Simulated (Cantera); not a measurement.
# Ignition delay

Mixture: 7.54 % CH4, 18.8 % O2, 67.8 % N2, 5.80 % H2O, equivalence ratio 0.80, at 5.00 bar, adiabatic and at constant volume. Ignition delay is the time to a rise of 400 K.

Model: GRI-Mech 3.0 (53 species, 325 reactions), integrated in Cantera.

| T0 (K) | delay (ms) |
|---|---|
| 1075 | 47.1 |
| 1125 | 23.2 |
| 1175 | 11.9 |
| 1225 | 6.36 |
| 1275 | 3.50 |
| 1325 | 1.97 |
| 1375 | 1.14 |

```
Property                                                 Value
--------------------------------------------------  ----------
apparent activation energy between 1275 and 1375 K  160 kJ/mol
```
